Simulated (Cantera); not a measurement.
A perfectly stirred reactor is fed with H2 : O2 : N2 = 1.3 : 1 : 0.74 (molar parts), equivalence ratio 0.65, at 0.200 bar; it is held at 1150 K, and followed from long to short residence time.

Cantera simulation using the H2/O2 subset of GRI-Mech 3.0, which has no nitrogen chemistry; the numbers are that mechanism's predictions, not measurements. The temperature is held fixed by assumption; the heat of reaction is taken as removed at once.

One state of this run: x H2 = 0.0344; x O2 = 0.159; x H = 0.0105; x H2O2 = 8.63e-6; x OH = 0.00370; x O = 0.00414. x: mole fraction; the columns are a selection and need not sum to one.

Which value of τ (s) does it belong to?
(A) 0.0011
(B) 0.0061
(C) 0.98
(D) 5.3

A, 0.0011
